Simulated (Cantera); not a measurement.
Input (Python, Cantera):

```python
import numpy as np
import cantera as ct

gas = ct.Solution("h2o2.yaml")


def delay(T, t_max=10):
    gas.TPX = T, 400000, {'H2': 1, 'O2': 0.704, 'N2': 2.65}
    reactor = ct.IdealGasReactor(gas, clone=False)
    net = ct.ReactorNet([reactor])
    net.rtol, net.atol = 1e-8, 1e-16
    while net.time < t_max:
        t_old, T_old = net.time, reactor.T
        net.step()
        if reactor.T > T + 400:  # ignition: a rise of 400 K
            return t_old + (T + 400 - T_old) / (reactor.T - T_old) * (net.time - t_old)
    return np.nan


taus = []
for T in [900, 1000, 1100, 1200, 1300, 1400]:
    taus.append(delay(T))
    print(f"T0 = {T:6g} K   tau = {taus[-1]:.4e} s")

# d ln(tau) / d ln(k), from doubling and halving each rate constant
T, sens = 1400, []
for i in range(gas.n_reactions):
    gas.set_multiplier(2.0, i)
    up = delay(T)
    gas.set_multiplier(0.5, i)
    down = delay(T)
    gas.set_multiplier(1.0, i)
    sens.append((np.log(up / down) / np.log(4.0), gas.reaction(i).equation))
sens.sort(key=lambda x: -abs(x[0]))
print(f"sensitivities at {T} K")
for s, eq in sens[:10]:
    print(f"{s:8.3f}  {eq}")
```

Result:

```
T0 =    900 K   tau = 2.1085e-01 s
T0 =   1000 K   tau = 1.1821e-02 s
T0 =   1100 K   tau = 2.0551e-04 s
T0 =   1200 K   tau = 1.5854e-05 s
T0 =   1300 K   tau = 7.7340e-06 s
T0 =   1400 K   tau = 4.8730e-06 s
sensitivities at 1400 K
  -0.693  H + O2 <=> O + OH
  -0.184  H2 + O <=> H + OH
  -0.106  H2 + OH <=> H + H2O
  -0.060  H + HO2 <=> H2 + O2
   0.049  H + O2 + N2 <=> HO2 + N2
   0.031  H + O2 + M <=> HO2 + M
  -0.021  H + O2 + H2O <=> HO2 + H2O
  -0.019  H + HO2 <=> 2 OH
   0.011  H + O2 + O2 <=> HO2 + O2
  -0.005  H + OH + M <=> H2O + M
```

Detailed kinetics in Cantera: the H2/O2 subset of GRI-Mech 3.0, which has no nitrogen chemistry. The hydrogen kinetics of GRI-Mech 3.0 are dated; newer H2 mechanisms differ, most at raised pressure. Below about 950 K walls govern HO2 and H2O2 in real vessels.
